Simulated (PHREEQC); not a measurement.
Solution (14 °C): 7.1 mmol/kgw CaCl2, 0.14 mmol/kgw CO2 and 0.84 mmol/kgw KCl. Closed to the air; pH follows from the charge balance.

Model: ion-association model, wateq4f.dat, run in PHREEQC.

Q: The ionic strength comes out as 0.0221 mol/kgw. What activity coefficients do Cl-, HCO3-, K+, H+, Ca+2 get?

A: Cl- 0.86, HCO3- 0.87, K+ 0.86, H+ 0.89, Ca+2 0.58.

No solid was allowed to form. Away from 25 °C the constants follow the database's enthalpies or fits; those with neither stay at their 25 °C values.
